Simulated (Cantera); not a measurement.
Cantera with NASA thermochemical tables; ideal gases at 1 bar, condensed phases pure. Values are per mole of reaction as written; species without (g) are pure solids or liquids, kept so even where they would boil at 1 bar. VN: taken at fixed stoichiometry.

2 VN + 4 O(g) ⇌ N₂(g) + 2 VO₂(g), with ΔH° = -1027.8 kJ and ΔS° = 3.1 J/K at 300 K.

Question: How far is the shortcut ΔG° ≈ ΔH°(300 K) − T·ΔS°(300 K) from the full temperature-dependent value at 1173, 1273, 1373, 1473, 1573, 1673, 1773 K?

Answer: 
```csv
T (K),shortcut (kJ),full (kJ),difference (kJ),difference in log10 K
1173,-1031.3,-997.2,-34.1,1.52
1273,-1031.7,-990.9,-40.7,1.67
1373,-1032.0,-984.2,-47.7,1.82
1473,-1032.3,-977.2,-55.1,1.95
1573,-1032.6,-969.7,-62.8,2.09
1673,-1032.9,-962.0,-70.9,2.21
1773,-1033.2,-953.9,-79.3,2.34
```
The shortcut ignores the heat-capacity change of the reaction.
